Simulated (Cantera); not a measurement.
Feed: 1 mol Si(CH3)4, 0.017 mol CH4, 1500 mol H2, at 1675 °C.

Method: chemical equilibrium by Gibbs-energy minimisation in Cantera with the NASA 1993 tables (ideal gas, pure condensed phases). Candidate condensed phases: C, C6H6, C7H8, C8H18, Si, SiC; 87 gas species. Rates play no part.

x: gas mole fraction; n: condensed amount in mol.

```csv
P (Pa),x H2,x H,x Si,x C2H2 (acetylene),n C(graphite),n SiC(s)
100,0.964,0.0351,0.000601,0.000520,2.35,(withheld)
240,0.976,0.0228,0.000437,0.000527,2.10,(withheld)
560,0.984,0.0150,0.000187,0.000531,1.70,(withheld)
1300,0.989,0.00987,8.06e-5,0.000534,1.53,(withheld)
3200,0.993,0.00630,3.27e-5,0.000536,1.43,0.935
7500,0.995,0.00412,1.40e-5,0.000537,1.37,0.968
18000,0.997,0.00266,5.82e-6,0.000538,1.27,0.982
42000,0.997,0.00174,2.50e-6,0.000538,1.08,0.989
100000,0.998,0.00113,1.05e-6,0.000538,0.638,0.992
```

Task: What belongs in the gaps?

Result: 
- 100, n SiC(s): 0
- 240, n SiC(s): 0.253
- 560, n SiC(s): 0.673
- 1300, n SiC(s): 0.853
